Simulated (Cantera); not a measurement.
Input: 1 mol H2S, 0.16 mol SO2, 3.4 mol H2, at 5.20 mbar.

These are equilibrium values from Cantera (NASA tables, ideal gas, pure condensed phases), not measurements of a reactor. Candidate condensed phases: H2O, H2SO4, S; 19 gas species. Rates play no part. All values below are at 2025 K.

Base state: H2 0.781, S2 0.0885, H2O 0.0550, H 0.0236, SH 0.0199, S 0.0154, H2S 0.00925, SO 0.00618 (mole fractions); condensed: gas only.

Problem. What changes in the equilibrium state with this change: H2S replaced by N2O?

Solution. 
```tsv
species	before	after
H2	0.781	0.473
H2O	0.0550	0.258
N2	0	0.219
S2	0.0885	0.00377
SO2	0.000815	0.0100
SH	0.0199	0.00319
S	0.0154	0.00318
H	0.0236	0.0184
NO	0	2.47e-5
H2S	0.00925	0.00116
O	3.81e-6	2.94e-5
OH	0.000174	0.00104
S2O	5.70e-5	1.87e-5
```
